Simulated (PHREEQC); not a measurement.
A solution holds 0.00014 mol/kgw NH4Cl, 1.3e-05 mol/kgw NaOH and 4.3e-05 mol/kgw KCl, at 25 °C. Closed to the air; pH follows from the charge balance.

Equilibrium calculation in PHREEQC: ion-association model, wateq4f.dat.

| Quantity | Result |
|---|---|
| pH | 8.20 |
| ionic strength | 0.000185 mol/kgw |
| total alkalinity | 0.0130 meq/kg |

| species | molality | activity | log γ |
|---|---|---|---|
| Cl- | 0.000183 | 0.000180 | -0.007 |
| NH4+ | 0.000129 | 0.000127 | -0.007 |
| K+ | 4.30e-5 | 4.23e-5 | -0.007 |
| Na+ | 1.30e-5 | 1.28e-5 | -0.007 |
| NH3 | 1.14e-5 | 1.14e-5 | 0.000 |
| OH- | 1.61e-6 | 1.58e-6 | -0.007 |
| H+ | 6.43e-9 | 6.33e-9 | -0.007 |

Precipitation was switched off in this run.
